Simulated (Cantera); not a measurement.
**Hydrocarbon pyrolysis for carbon deposition**

An isothermal, constant-pressure homogeneous reactor starts with C₂H₆ : N₂ : H₂O = 1 : 1 : 0.025 (molar parts), at 1100 K and 9600 Pa.

Model: GRI-Mech 3.0 (53 species, 325 reactions), integrated in Cantera. GRI-Mech 3.0 stops at C3 and has no aromatics, soot or wall deposition, so with more carbon than oxygen in the feed, carbon stays in small species such as C2H2 where larger ones or solid carbon would form.

```json
[
 {"t (s)": "2.00e-6", "x C₂H₆": "0.494", "x C₂H₄": "1.75e-12", "x H₂": "8.18e-12", "x C₂H₂": "<1e-12", "x CH₂": "<1e-12", "x HCN": "<1e-12"},
 {"t (s)": "7.66e-6", "x C₂H₆": "0.494", "x C₂H₄": "9.12e-11", "x H₂": "1.08e-10", "x C₂H₂": "<1e-12", "x CH₂": "<1e-12", "x HCN": "<1e-12"},
 {"t (s)": "2.94e-5", "x C₂H₆": "0.494", "x C₂H₄": "4.86e-9", "x H₂": "4.64e-9", "x C₂H₂": "<1e-12", "x CH₂": "<1e-12", "x HCN": "<1e-12"},
 {"t (s)": "0.000112", "x C₂H₆": "0.494", "x C₂H₄": "2.44e-7", "x H₂": "2.40e-7", "x C₂H₂": "<1e-12", "x CH₂": "<1e-12", "x HCN": "<1e-12"},
 {"t (s)": "0.000431", "x C₂H₆": "0.494", "x C₂H₄": "9.72e-6", "x H₂": "9.66e-6", "x C₂H₂": "1.21e-11", "x CH₂": "1.23e-12", "x HCN": "<1e-12"},
 {"t (s)": "0.00165", "x C₂H₆": "0.493", "x C₂H₄": "0.000236", "x H₂": "0.000234", "x C₂H₂": "6.54e-9", "x CH₂": "3.70e-12", "x HCN": "<1e-12"},
 {"t (s)": "0.00632", "x C₂H₆": "0.488", "x C₂H₄": "0.00340", "x H₂": "0.00333", "x C₂H₂": "1.43e-6", "x CH₂": "2.40e-11", "x HCN": "<1e-12"},
 {"t (s)": "0.0242", "x C₂H₆": "0.458", "x C₂H₄": "0.0228", "x H₂": "0.0222", "x C₂H₂": "6.13e-5", "x CH₂": "3.87e-11", "x HCN": "<1e-12"},
 {"t (s)": "0.0928", "x C₂H₆": "0.358", "x C₂H₄": "0.0869", "x H₂": "0.0851", "x C₂H₂": "0.000706", "x CH₂": "3.36e-11", "x HCN": "<1e-12"},
 {"t (s)": "0.356", "x C₂H₆": "0.146", "x C₂H₄": "0.219", "x H₂": "0.217", "x C₂H₂": "0.00438", "x CH₂": "2.16e-11", "x HCN": "<1e-12"},
 {"t (s)": "1.36", "x C₂H₆": "0.0129", "x C₂H₄": "0.286", "x H₂": "0.302", "x C₂H₂": "0.0175", "x CH₂": "4.68e-12", "x HCN": "<1e-12"},
 {"t (s)": "5.22", "x C₂H₆": "0.00430", "x C₂H₄": "0.259", "x H₂": "0.317", "x C₂H₂": "0.0401", "x CH₂": "1.88e-12", "x HCN": "<1e-12"},
 {"t (s)": "20.0", "x C₂H₆": "0.00354", "x C₂H₄": "0.208", "x H₂": "0.327", "x C₂H₂": "0.0747", "x CH₂": "1.83e-12", "x HCN": "<1e-12"}
]
```
x: mole fraction; the columns are a selection and need not sum to one.

Equilibrium at this temperature and pressure: C₂H₆ 0.000405, C₂H₄ 0.0624, H₂ 0.121, C₂H₂ 0.0814, CH₂ <1e-12, HCN 0.0497 (gas phase only).
